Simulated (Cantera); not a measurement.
A perfectly stirred reactor is fed with 5.26 % NH₃, 94.7 % H₂, at 10.00 Torr; it is held at 2050 K, and followed from long to short residence time.

Detailed kinetics in Cantera: the gas-phase N/H chemistry of the illustrative SiF4/NH3 mechanism in the Surface Chemkin manual (1991). Walls and surfaces, which speed up NH3 decomposition in real reactors, are not modelled.

Task: Predict: x(NH₃) at τ = 12.0 s; x(H₂) at τ = 12.0 s; x(N₂H₂) at τ = 12.0 s; x(N) at τ = 12.0 s; x(H) at τ = 12.0 s; x(NH₃) at τ = 74.0 ms; x(H₂) at τ = 74.0 ms; x(N₂H₂) at τ = 74.0 ms; x(N) at τ = 74.0 ms; x(H) at τ = 74.0 ms.

Result: 
| Item | Result |
|---|---|
| x(NH₃) at τ = 12.0 s | 0.00215 |
| x(H₂) at τ = 12.0 s | 0.968 |
| x(N₂H₂) at τ = 12.0 s | 1.92e-8 |
| x(N) at τ = 12.0 s | 3.73e-6 |
| x(H) at τ = 12.0 s | 0.00578 |
| x(NH₃) at τ = 74.0 ms | 0.0512 |
| x(H₂) at τ = 74.0 ms | 0.947 |
| x(N₂H₂) at τ = 74.0 ms | 1.72e-7 |
| x(N) at τ = 74.0 ms | 8.08e-7 |
| x(H) at τ = 74.0 ms | 0.00119 |
